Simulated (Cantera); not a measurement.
# Low-pressure radical oxidation in H2/O2

An isothermal, constant-pressure homogeneous reactor starts with H₂ : O₂ : N₂ = 0.14 : 1 : 0.14 (molar parts), equivalence ratio 0.070, at 1225 K and 2.10 Torr.

Computed with Cantera and GRI-Mech 3.0 (53 species, 325 reactions). Radical loss at walls, strong at low pressure, is not modelled. The temperature is held fixed by assumption; the heat of reaction is taken as removed at once.

```tsv
t (s)	x H₂	x O₂	x N₂O	x H	x HO₂
1.00e-5	0.109	0.781	<1e-12	2.56e-10	2.62e-10
3.53e-5	0.109	0.781	<1e-12	8.63e-10	9.24e-10
0.000125	0.109	0.781	<1e-12	2.75e-9	3.26e-9
0.000440	0.109	0.781	<1e-12	1.05e-8	1.15e-8
0.00155	0.109	0.781	<1e-12	1.90e-7	4.07e-8
0.00548	0.104	0.778	<1e-12	0.00205	5.83e-7
0.0193	0.00353	0.707	1.86e-10	0.0291	1.07e-6
0.0682	0.00329	0.713	2.30e-10	0.0255	1.07e-6
0.241	0.00251	0.729	2.70e-10	0.0158	1.07e-6
0.850	0.000961	0.754	4.10e-10	0.00342	9.03e-7
3.00	0.000121	0.767	7.27e-10	0.000148	3.69e-7
```
x: mole fraction; the columns are a selection and need not sum to one.

Equilibrium at this temperature and pressure: H₂ 5.31e-8, O₂ 0.768, N₂O 2.43e-10, H 1.37e-9, HO₂ 1.15e-8 (gas phase only).
